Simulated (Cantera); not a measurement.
A perfectly stirred reactor is fed with NO : N2 = 1 : 3.7 (molar parts), at 0.200 bar; it is held at 1825 K, and followed from long to short residence time.

Detailed kinetics in Cantera: GRI-Mech 3.0 (53 species, 325 reactions).

Q: What does this change do: temperature 1825 to 1625 K?

A: 
```
quantity                before    after
---------------------  -------  -------
x(NO) at τ = 5.40 s      0.182    0.209
x(N2O) at τ = 5.40 s   1.32e-5  1.54e-5
x(O) at τ = 5.40 s     4.71e-5  2.76e-6
x(N2) at τ = 5.40 s      0.803    0.789
x(O2) at τ = 5.40 s     0.0155  0.00198
x(NO) at τ = 20.0 ms     0.213    0.213
x(N2O) at τ = 20.0 ms  1.38e-5  5.08e-6
x(O) at τ = 20.0 ms    1.48e-5  7.09e-7
x(N2) at τ = 20.0 ms     0.787    0.787
x(O2) at τ = 20.0 ms   3.63e-5  7.72e-7
```

Q: What does this change do: N2 3.7 to 10 parts?

A: 
| quantity | before | after |
|---|---|---|
| x(NO) at τ = 5.40 s | 0.182 | 0.0840 |
| x(N2O) at τ = 5.40 s | 1.32e-5 | 2.90e-6 |
| x(O) at τ = 5.40 s | 4.71e-5 | 2.37e-5 |
| x(N2) at τ = 5.40 s | 0.803 | 0.913 |
| x(O2) at τ = 5.40 s | 0.0155 | 0.00344 |
| x(NO) at τ = 20.0 ms | 0.213 | 0.0909 |
| x(N2O) at τ = 20.0 ms | 1.38e-5 | 2.54e-6 |
| x(O) at τ = 20.0 ms | 1.48e-5 | 6.96e-6 |
| x(N2) at τ = 20.0 ms | 0.787 | 0.909 |
| x(O2) at τ = 20.0 ms | 3.63e-5 | 4.40e-6 |
